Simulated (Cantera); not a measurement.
A closed system holds: 1 mol Fe3O4, a varied amount of CO, 7.5 mol N2, at 0.0133 bar.

Cantera equilibrium calculation (NASA polynomials, part measured and part estimated; ideal gas, pure solids and liquids). Candidate condensed phases: C, Fe, Fe(CO)5, FeO, Fe2O3, Fe3O4; 27 gas species. Mutual solubility and eutectic melting of coexisting phases are not modelled. The tables' stoichiometric FeO is somewhat more stable than real wüstite, so its field is too wide. FeO: taken at fixed stoichiometry. Rates play no part.

Q: What condenses at these points (T in K, n(CO) in mol): (1273, 6.3); (1573, 7.4); (2473, 5.4); (1273, 1.8); (1973, 1.6); (1273, 2.9)?

A: 
```tsv
T (K)	n(CO) in mol	condensed phases	Fe condensed (%)
1273	6.3	Fe + FeO	100.0
1573	7.4	FeO	100.0
2473	5.4	gas only	0.0
1273	1.8	FeO	100.0
1973	1.6	FeO	99.6
1273	2.9	FeO	100.0
```
